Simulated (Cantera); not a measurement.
Input (Python, Cantera) and output of one run.

```python
import numpy as np
import cantera as ct

gas_names = """
    H HO2 H2 H2O H2O2 O OH O2 O3 Zr ZrO ZrO2
""".split()
cond_names = """
    H2O(s) H2O(L) Zr(a) Zr(b) Zr(L) ZrO2(a) ZrO2(b) ZrO2(L)
""".split()


def load(file, names, dense=False):
    # The tables refer to 1 bar. Condensed volumes are neglected.
    table = {s.name: s for s in ct.Species.list_from_file(file)}
    out = []
    for n in names:
        d = dict(table[n].input_data)
        d["thermo"] = dict(d["thermo"], **{"reference-pressure": 1e5})
        if dense:
            d["equation-of-state"] = {"model": "constant-volume", "density": "1e6 g/cm^3"}
        out.append(ct.Species.from_dict(d))
    return out


gas = ct.Solution(thermo="ideal-gas", species=load("nasa_gas.yaml", gas_names))
cond = {s.name: ct.Solution(thermo="fixed-stoichiometry", species=[s], name=s.name)
        for s in load("nasa_condensed.yaml", cond_names, dense=True)}
atoms = {
    'ZrO2': {'Zr': 1, 'O': 2},
    'H2': {'H': 2},
}
top_T = {}  # K; cautious upper limits of use, not melting points


def equilibrate(T, P, feed):
    n = {}
    for name, mol in feed.items():
        for a, k in atoms[name].items():
            n[a] = n.get(a, 0.0) + k * mol
    gas.TPX = T, P, n
    mass = sum(n.values()) * gas.mean_molecular_weight
    gas.equilibrate("TP")
    valid = [c for c in cond.values() if c.min_temp <= T <= top_T.get(c.name, c.max_temp)]
    mix = ct.Mixture([(gas, mass / gas.mean_molecular_weight)] + [(c, 0.0) for c in valid])
    mix.T, mix.P = T, P
    mix.equilibrate("TP", solver="vcs", rtol=1e-11, max_steps=5000)
    return mix


results = []
P = 36000  # Pa
for T in [1548, 1598, 1648, 1698, 1748, 1798, 1848, 1898, 1948, 1998, 2048, 2098, 2148, 2198]:
    for m in [140, 170, 190, 230, 270, 310, 360, 430, 500, 580, 680, 800, 940]:
        feed = {'ZrO2': 1, 'H2': m}  # mol
        mix = equilibrate(T, P, feed)
        results.append((T, P, feed, dict(zip(mix.species_names, mix.species_moles))))

for T, P, feed, n in results:
    print(f"{T:7g} {feed['H2']:10.4g}  " + (" + ".join(c for c in cond_names if n.get(c, 0) > 1e-12) or "gas only"))
```

It prints:

```
   1548        140  Zr(b) + ZrO2(b)
   1548        170  Zr(b) + ZrO2(b)
   1548        190  Zr(b) + ZrO2(b)
   1548        230  Zr(b) + ZrO2(b)
   1548        270  Zr(b) + ZrO2(b)
   1548        310  Zr(b) + ZrO2(b)
   1548        360  Zr(b) + ZrO2(b)
   1548        430  Zr(b) + ZrO2(b)
   1548        500  Zr(b) + ZrO2(b)
   1548        580  Zr(b) + ZrO2(b)
   1548        680  Zr(b) + ZrO2(b)
   1548        800  Zr(b) + ZrO2(b)
   1548        940  Zr(b) + ZrO2(b)
   1598        140  Zr(b) + ZrO2(b)
   1598        170  Zr(b) + ZrO2(b)
   1598        190  Zr(b) + ZrO2(b)
   1598        230  Zr(b) + ZrO2(b)
   1598        270  Zr(b) + ZrO2(b)
   1598        310  Zr(b) + ZrO2(b)
   1598        360  Zr(b) + ZrO2(b)
   1598        430  Zr(b) + ZrO2(b)
   1598        500  Zr(b) + ZrO2(b)
   1598        580  Zr(b) + ZrO2(b)
   1598        680  Zr(b) + ZrO2(b)
   1598        800  Zr(b) + ZrO2(b)
   1598        940  Zr(b) + ZrO2(b)
   1648        140  Zr(b) + ZrO2(b)
   1648        170  Zr(b) + ZrO2(b)
   1648        190  Zr(b) + ZrO2(b)
   1648        230  Zr(b) + ZrO2(b)
   1648        270  Zr(b) + ZrO2(b)
   1648        310  Zr(b) + ZrO2(b)
   1648        360  Zr(b) + ZrO2(b)
   1648        430  Zr(b) + ZrO2(b)
   1648        500  Zr(b) + ZrO2(b)
   1648        580  Zr(b) + ZrO2(b)
   1648        680  Zr(b) + ZrO2(b)
   1648        800  Zr(b) + ZrO2(b)
   1648        940  Zr(b) + ZrO2(b)
   1698        140  Zr(b) + ZrO2(b)
   1698        170  Zr(b) + ZrO2(b)
   1698        190  Zr(b) + ZrO2(b)
   1698        230  Zr(b) + ZrO2(b)
   1698        270  Zr(b) + ZrO2(b)
   1698        310  Zr(b) + ZrO2(b)
   1698        360  Zr(b) + ZrO2(b)
   1698        430  Zr(b) + ZrO2(b)
   1698        500  Zr(b) + ZrO2(b)
   1698        580  Zr(b) + ZrO2(b)
   1698        680  Zr(b) + ZrO2(b)
   1698        800  Zr(b) + ZrO2(b)
   1698        940  Zr(b) + ZrO2(b)
   1748        140  Zr(b) + ZrO2(b)
   1748        170  Zr(b) + ZrO2(b)
   1748        190  Zr(b) + ZrO2(b)
   1748        230  Zr(b) + ZrO2(b)
   1748        270  Zr(b) + ZrO2(b)
   1748        310  Zr(b) + ZrO2(b)
   1748        360  Zr(b) + ZrO2(b)
   1748        430  Zr(b) + ZrO2(b)
   1748        500  Zr(b) + ZrO2(b)
   1748        580  Zr(b) + ZrO2(b)
   1748        680  Zr(b) + ZrO2(b)
   1748        800  Zr(b) + ZrO2(b)
   1748        940  Zr(b) + ZrO2(b)
   1798        140  Zr(b) + ZrO2(b)
   1798        170  Zr(b) + ZrO2(b)
   1798        190  Zr(b) + ZrO2(b)
   1798        230  Zr(b) + ZrO2(b)
   1798        270  Zr(b) + ZrO2(b)
   1798        310  Zr(b) + ZrO2(b)
   1798        360  Zr(b) + ZrO2(b)
   1798        430  Zr(b) + ZrO2(b)
   1798        500  Zr(b) + ZrO2(b)
   1798        580  Zr(b) + ZrO2(b)
   1798        680  Zr(b) + ZrO2(b)
   1798        800  Zr(b) + ZrO2(b)
   1798        940  Zr(b) + ZrO2(b)
   1848        140  Zr(b) + ZrO2(b)
   1848        170  Zr(b) + ZrO2(b)
   1848        190  Zr(b) + ZrO2(b)
   1848        230  Zr(b) + ZrO2(b)
   1848        270  Zr(b) + ZrO2(b)
   1848        310  Zr(b) + ZrO2(b)
   1848        360  Zr(b) + ZrO2(b)
   1848        430  Zr(b) + ZrO2(b)
   1848        500  Zr(b) + ZrO2(b)
   1848        580  Zr(b) + ZrO2(b)
   1848        680  Zr(b) + ZrO2(b)
   1848        800  Zr(b) + ZrO2(b)
   1848        940  Zr(b) + ZrO2(b)
   1898        140  Zr(b) + ZrO2(b)
   1898        170  Zr(b) + ZrO2(b)
   1898        190  Zr(b) + ZrO2(b)
   1898        230  Zr(b) + ZrO2(b)
   1898        270  Zr(b) + ZrO2(b)
   1898        310  Zr(b) + ZrO2(b)
   1898        360  Zr(b) + ZrO2(b)
   1898        430  Zr(b) + ZrO2(b)
   1898        500  Zr(b) + ZrO2(b)
   1898        580  Zr(b) + ZrO2(b)
   1898        680  Zr(b) + ZrO2(b)
   1898        800  Zr(b) + ZrO2(b)
   1898        940  Zr(b) + ZrO2(b)
   1948        140  Zr(b) + ZrO2(b)
   1948        170  Zr(b) + ZrO2(b)
   1948        190  Zr(b) + ZrO2(b)
   1948        230  Zr(b) + ZrO2(b)
   1948        270  Zr(b) + ZrO2(b)
   1948        310  Zr(b) + ZrO2(b)
   1948        360  Zr(b) + ZrO2(b)
   1948        430  Zr(b) + ZrO2(b)
   1948        500  Zr(b) + ZrO2(b)
   1948        580  Zr(b) + ZrO2(b)
   1948        680  Zr(b) + ZrO2(b)
   1948        800  Zr(b) + ZrO2(b)
   1948        940  Zr(b) + ZrO2(b)
   1998        140  Zr(b) + ZrO2(b)
   1998        170  Zr(b) + ZrO2(b)
   1998        190  Zr(b) + ZrO2(b)
   1998        230  Zr(b) + ZrO2(b)
   1998        270  Zr(b) + ZrO2(b)
   1998        310  Zr(b) + ZrO2(b)
   1998        360  Zr(b) + ZrO2(b)
   1998        430  Zr(b) + ZrO2(b)
   1998        500  Zr(b) + ZrO2(b)
   1998        580  Zr(b) + ZrO2(b)
   1998        680  Zr(b) + ZrO2(b)
   1998        800  Zr(b) + ZrO2(b)
   1998        940  Zr(b) + ZrO2(b)
   2048        140  Zr(b) + ZrO2(b)
   2048        170  Zr(b) + ZrO2(b)
   2048        190  Zr(b) + ZrO2(b)
   2048        230  Zr(b) + ZrO2(b)
   2048        270  Zr(b) + ZrO2(b)
   2048        310  Zr(b) + ZrO2(b)
   2048        360  Zr(b) + ZrO2(b)
   2048        430  Zr(b) + ZrO2(b)
   2048        500  Zr(b) + ZrO2(b)
   2048        580  Zr(b) + ZrO2(b)
   2048        680  Zr(b) + ZrO2(b)
   2048        800  Zr(b) + ZrO2(b)
   2048        940  Zr(b) + ZrO2(b)
   2098        140  Zr(b) + ZrO2(b)
   2098        170  Zr(b) + ZrO2(b)
   2098        190  Zr(b) + ZrO2(b)
   2098        230  Zr(b) + ZrO2(b)
   2098        270  Zr(b) + ZrO2(b)
   2098        310  Zr(b) + ZrO2(b)
   2098        360  Zr(b) + ZrO2(b)
   2098        430  Zr(b) + ZrO2(b)
   2098        500  Zr(b) + ZrO2(b)
   2098        580  Zr(b) + ZrO2(b)
   2098        680  Zr(b) + ZrO2(b)
   2098        800  Zr(b) + ZrO2(b)
   2098        940  Zr(b) + ZrO2(b)
   2148        140  Zr(L) + ZrO2(b)
   2148        170  Zr(L) + ZrO2(b)
   2148        190  Zr(L) + ZrO2(b)
   2148        230  Zr(L) + ZrO2(b)
   2148        270  Zr(L) + ZrO2(b)
   2148        310  Zr(L) + ZrO2(b)
   2148        360  Zr(L) + ZrO2(b)
   2148        430  Zr(L) + ZrO2(b)
   2148        500  Zr(L) + ZrO2(b)
   2148        580  Zr(L) + ZrO2(b)
   2148        680  Zr(L) + ZrO2(b)
   2148        800  Zr(L) + ZrO2(b)
   2148        940  Zr(L) + ZrO2(b)
   2198        140  Zr(L) + ZrO2(b)
   2198        170  Zr(L) + ZrO2(b)
   2198        190  Zr(L) + ZrO2(b)
   2198        230  Zr(L) + ZrO2(b)
   2198        270  Zr(L) + ZrO2(b)
   2198        310  Zr(L) + ZrO2(b)
   2198        360  Zr(L) + ZrO2(b)
   2198        430  Zr(L) + ZrO2(b)
   2198        500  Zr(L) + ZrO2(b)
   2198        580  Zr(L) + ZrO2(b)
   2198        680  Zr(L) + ZrO2(b)
   2198        800  Zr(L) + ZrO2(b)
   2198        940  Zr(L) + ZrO2(b)
```

Cantera equilibrium calculation (NASA polynomials, part measured and part estimated; ideal gas, pure solids and liquids). Mutual solubility and eutectic melting of coexisting phases are not modelled. Condensed phases not in the tables: N, O or C dissolved in the metal.
